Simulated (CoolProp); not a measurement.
Vapour-liquid equilibrium of acetone (1) + dimethyl carbonate (2) at 45.65 °C; x and y are mole fractions of (1).

Model: multi-fluid Helmholtz-energy mixture model, Lemmon 2006 and Zhou 2011; pair parameters Bell 2016, in CoolProp.

Question: Give the bubble pressure and the first vapour's composition at x = 0.35, 0.8, 0.95. Is there an azeotrope?

Answer: x = 0.35: 37.90 kPa, y = 0.655; x = 0.8: 59.76 kPa, y = 0.929; x = 0.95: 67.42 kPa, y = 0.984. No azeotrope shows between x = 0.05 and 0.95.

Pair parameters are fitted to limited data, so mixtures are less certain than the pure fluids.
